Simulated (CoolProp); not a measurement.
Octamethylcyclotetrasiloxane (D4) at several states: fugacity coefficient from the reference equation and from simpler models built on Tc = 313.4 °C, pc = 1.347 MPa, ω = 0.598; each cubic takes its own stable root.

The numbers come from the reference Helmholtz-energy equation of state, Thol 2015 in CoolProp.

```tsv
T (°C)	p (MPa)	phase	reference
249.55	0.0119	gas	0.9952
127.25	0.388	liquid	0.06343
224.35	0.19	gas	0.9086
205.15	2.77	liquid	0.08411
100.25	0.308	liquid	0.02928
```

**Question.** How far does each simpler model (van der Waals, Redlich-Kwong, Soave-Redlich-Kwong, Peng-Robinson) lie from the reference over these 5 states: mean and median of the absolute difference, and the worst?

**Answer.** 
- van der Waals: mean 504.4 %, median 180.3 %, worst +1572.8 % at 100.25 °C and 0.308 MPa
- Redlich-Kwong: mean 161.2 %, median 81.3 %, worst +449.5 % at 100.25 °C and 0.308 MPa
- Soave-Redlich-Kwong: mean 1.5 %, median 0.9 %, worst +4.3 % at 205.15 °C and 2.77 MPa
- Peng-Robinson: mean 2.0 %, median 0.2 %, worst +6.4 % at 100.25 °C and 0.308 MPa
